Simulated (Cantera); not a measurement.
What does this Cantera script print?

```python
import numpy as np
import cantera as ct

gas_names = """
    NO O
""".split()
cond_names = """
    ZrO2(a) ZrO2(b) ZrO2(L) ZrN(s) ZrN(L)
""".split()


# ... load() reads the species with a 1 bar reference pressure and builds the phases ...
species = {s.name: s for s in load("nasa_gas.yaml", gas_names) + load("nasa_condensed.yaml", cond_names)}
# Each term lists the table entries of one substance; the one whose range holds T is used.
reactions = {
    'ZrO2 + NO(g) = ZrN + 3 O(g)':
        [(-1, ['ZrO2(a)', 'ZrO2(b)', 'ZrO2(L)']), (-1, ['NO']), (1, ['ZrN(s)', 'ZrN(L)']), (3, ['O'])],
}


def pick(names, T):
    return next(species[n] for n in names if species[n].thermo.min_temp <= T <= species[n].thermo.max_temp)


results = []
for label, terms in reactions.items():
    print(label)
    print("     T/K   dH/kJ  dS/(J/K)   dG/kJ   log10 K")
    for T in [300, 1675, 1775, 1875, 1975, 2075, 2175, 2275, 2375, 2475, 2575]:
        used = [(nu, pick(names, T)) for nu, names in terms]
        dH = sum(nu * s.thermo.h(T) for nu, s in used) / 1e6
        dS = sum(nu * s.thermo.s(T) for nu, s in used) / 1e3
        dG = dH - T * dS / 1e3
        logK = -dG * 1e6 / (ct.gas_constant * T * np.log(10))
        results.append((label, T, dH, dS, dG, logK, [s.name for _, s in used]))
        print(f"{T:8g} {dH:8.1f} {dS:8.1f} {dG:8.1f} {logK:8.2f}")
```

Output:

```
ZrO2 + NO(g) = ZrN + 3 O(g)
     T/K   dH/kJ  dS/(J/K)   dG/kJ   log10 K
     300   1388.5    261.1   1310.2  -228.12
    1675   1393.9    274.4    934.4   -29.14
    1775   1394.9    274.9    906.9   -26.69
    1875   1396.0    275.5    879.4   -24.50
    1975   1397.1    276.1    851.8   -22.53
    2075   1398.3    276.7    824.2   -20.75
    2175   1399.5    277.3    796.5   -19.13
    2275   1400.8    277.9    768.7   -17.65
    2375   1402.2    278.4    740.9   -16.29
    2475   1403.6    279.0    713.0   -15.05
    2575   1405.1    279.6    685.1   -13.90
```

Standard-state values (1 bar) from the NASA 1993 polynomials, evaluated with Cantera. ZrN: taken at fixed stoichiometry. Condensed species are held in their standard states even where they would react or evaporate.
